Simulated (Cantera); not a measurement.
An adiabatic, constant-pressure homogeneous reactor starts with 15.4 % CH3OH, 17.7 % O2, 66.9 % N2, at 1675 K and 1000000 Pa.

Model: GRI-Mech 3.0 (53 species, 325 reactions), integrated in Cantera. GRI-Mech 3.0 was tuned for natural gas; its chemistry of methanol as a main component is partial and can be far from experiment.

Q: Predict: time of steepest temperature rise; temperature at 0.800 s; equilibrium temperature; x(O2) at 0.800 s; x(H2O) at 0.800 s; x(H2) at 0.800 s; x(H) at 0.800 s.

A: 
```json
{
 "time_of_steepest_temperature_rise": "6.71 µs",
 "temperature at 0.800 s": "2957 K",
 "equilibrium_temperature": "2957 K",
 "x(O2) at 0.800 s": "0.00473 (gas-phase equilibrium 0.00473)",
 "x(H2O) at 0.800 s": "0.216 (gas-phase equilibrium 0.216)",
 "x(H2) at 0.800 s": "0.0386 (gas-phase equilibrium 0.0386)",
 "x(H) at 0.800 s": "0.00864 (gas-phase equilibrium 0.00864)"
}
```
